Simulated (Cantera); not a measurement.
## Carbothermic reduction: SiO₂ + CH₄ + CO

Input: 1 mol SiO₂, a varied amount of CH₄, 0.35 mol CO, at 1175 K and 1.00 bar.

These are equilibrium values from Cantera (NASA tables, ideal gas, pure condensed phases), not measurements of a reactor. Candidate condensed phases: C, C₆H₆, C₇H₈, C₈H₁₈, H₂O, Si, SiC, SiO₂; 123 gas species. The tables hold silica as quartz up to 1696 K and as liquid above; real silica turns to tridymite and cristobalite and melts near 1996 K. Kinetics and transport are ignored.

From 0.42 mol CH₄ to 5.9 mol CH₄ the condensed part is C(graphite) + SiO₂(β-quartz).

```json
[
 {"n(CH₄) (mol)": "0.42", "x H₂": "0.694", "x CO": "0.288", "x CH₄": "0.00921", "x H₂O": "0.00693", "x CO₂": "0.00225", "x C₂H₄": "5.57e-7", "n C(graphite)": "0.420", "n SiO₂(β-quartz)": "1.00"},
 {"n(CH₄) (mol)": "1.2", "x H₂": "0.857", "x CO": "0.125", "x CH₄": "0.0141", "x H₂O": "0.00371", "x CO₂": "0.000423", "x C₂H₄": "8.49e-7", "n C(graphite)": "1.17", "n SiO₂(β-quartz)": "1.00"},
 {"n(CH₄) (mol)": "2", "x H₂": "0.903", "x CO": "0.0791", "x CH₄": "0.0156", "x H₂O": "0.00248", "x CO₂": "0.000170", "x C₂H₄": "9.43e-7", "n C(graphite)": "1.94", "n SiO₂(β-quartz)": "1.00"},
 {"n(CH₄) (mol)": "2.8", "x H₂": "0.924", "x CO": "0.0579", "x CH₄": "0.0163", "x H₂O": "0.00185", "x CO₂": "9.07e-5", "x C₂H₄": "9.88e-7", "n C(graphite)": "2.72", "n SiO₂(β-quartz)": "1.00"},
 {"n(CH₄) (mol)": "3.6", "x H₂": "0.936", "x CO": "0.0456", "x CH₄": "0.0168", "x H₂O": "0.00148", "x CO₂": "5.64e-5", "x C₂H₄": "1.01e-6", "n C(graphite)": "3.49", "n SiO₂(β-quartz)": "1.00"},
 {"n(CH₄) (mol)": "4.3", "x H₂": "0.943", "x CO": "0.0385", "x CH₄": "0.0170", "x H₂O": "0.00126", "x CO₂": "4.01e-5", "x C₂H₄": "1.03e-6", "n C(graphite)": "4.16", "n SiO₂(β-quartz)": "1.00"},
 {"n(CH₄) (mol)": "5.1", "x H₂": "0.949", "x CO": "0.0327", "x CH₄": "0.0172", "x H₂O": "0.00107", "x CO₂": "2.89e-5", "x C₂H₄": "1.04e-6", "n C(graphite)": "4.93", "n SiO₂(β-quartz)": "1.00"},
 {"n(CH₄) (mol)": "5.9", "x H₂": "0.953", "x CO": "0.0284", "x CH₄": "0.0174", "x H₂O": "0.000937", "x CO₂": "2.18e-5", "x C₂H₄": "1.05e-6", "n C(graphite)": "5.70", "n SiO₂(β-quartz)": "1.00"}
]
```
x: gas mole fraction; n: condensed amount in mol.
